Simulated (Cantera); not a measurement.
Input: 1 mol Si3N4, 0.011 mol N2O, 81 mol H2, held at 2048.15 K and 19.0 Pa.

Method: chemical equilibrium by Gibbs-energy minimisation in Cantera with the NASA 1993 tables (ideal gas, pure condensed phases). Candidate condensed phases: H2O, Si, SiO2, Si2N2O, Si3N4; 35 gas species. The tables' values for SiN are old estimates; treat these amounts as uncertain. Equilibrium is a limit: real reactors are often held back by kinetics, nucleation or transport.

Base state: H2 0.801, H 0.145, Si 0.0319, N2 0.0217, SiH 0.000239, SiO 0.000119, Si2 2.97e-5, SiN 1.51e-5 (mole fractions); condensed: gas only.

Task: What changes in the equilibrium state with this change: temperature from 2048.15 K to 1825 K?

Result: 
| species | before | after |
|---|---|---|
| H2 | 0.801 | 0.921 |
| H | 0.145 | 0.0307 |
| Si | 0.0319 | 0.0239 |
| N2 | 0.0217 | 0.0232 |
| Si3 | 4.97e-7 | 3.66e-5 |
| Si2N | 1.52e-6 | 3.24e-5 |
| Si2 | 2.97e-5 | 0.000156 |
| Si(l), mol | 0 | 0.844 |
Gases not in the tables: Si2H6 and higher silanes.
